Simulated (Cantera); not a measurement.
A perfectly stirred reactor is fed with NO : N₂ = 1 : 3.3 (molar parts), at 140000 Pa; it is held at 2150 K, and followed from long to short residence time.

Model: GRI-Mech 3.0 (53 species, 325 reactions), integrated in Cantera.

```csv
quantity,before,after
x(NO) at τ = 3.30 s,0.0250,0.0627
x(N₂O) at τ = 3.30 s,8.47e-7,1.52e-6
x(O₂) at τ = 3.30 s,0.103,0.0838
x(N₂) at τ = 3.30 s,0.871,0.851
x(O) at τ = 3.30 s,0.000536,0.00198
x(NO) at τ = 19.0 ms,0.218,0.231
x(N₂O) at τ = 19.0 ms,2.48e-5,2.35e-5
x(O₂) at τ = 19.0 ms,0.00697,0.000442
x(N₂) at τ = 19.0 ms,0.774,0.768
x(O) at τ = 19.0 ms,0.000184,0.000326
```

### Question
What was changed between the two runs?
A. pressure from 140000 Pa to 13300 Pa
B. pressure from 140000 Pa to 8400 Pa
C. NO 1 to 2.4 parts
D. pressure from 140000 Pa to 1330 Pa

### Answer
B, pressure from 140000 Pa to 8400 Pa
